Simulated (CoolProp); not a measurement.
R1234yf along the isobar 1.01 bar: Z from the reference equation and from simpler models built on Tc = 94.7 °C, pc = 33.84 bar, ω = 0.276; each cubic takes its own stable root.

The numbers come from the reference Helmholtz-energy equation of state, Lemmon 2022 in CoolProp.

| T (°C) | phase | reference |
|---|---|---|
| -140.25 | liquid | 0.006732 |
| -124.55 | liquid | 0.006182 |
| -108.85 | liquid | 0.005741 |
| -93.25 | liquid | 0.005387 |
| -77.55 | liquid | 0.005095 |
| -61.85 | liquid | 0.004856 |
| -46.15 | liquid | 0.004663 |
| -30.55 | liquid | 0.004510 |
| -14.85 | gas | 0.9633 |
| 0.85 | gas | 0.9704 |
| 16.45 | gas | 0.9757 |
| 32.15 | gas | 0.9798 |
| 47.85 | gas | 0.9830 |

How far does each simpler model (van der Waals, Redlich-Kwong) lie from the reference over these 13 states: mean and median of the absolute difference, and the worst?


- van der Waals: mean 6244.2 %, median 72.5 %, worst +21545.2 % at -30.55 °C and 1.01 bar
- Redlich-Kwong: mean 1650.3 %, median 15.6 %, worst +21339.0 % at -30.55 °C and 1.01 bar

At some of these states van der Waals, Redlich-Kwong gives the other phase, because its saturation line lies elsewhere.
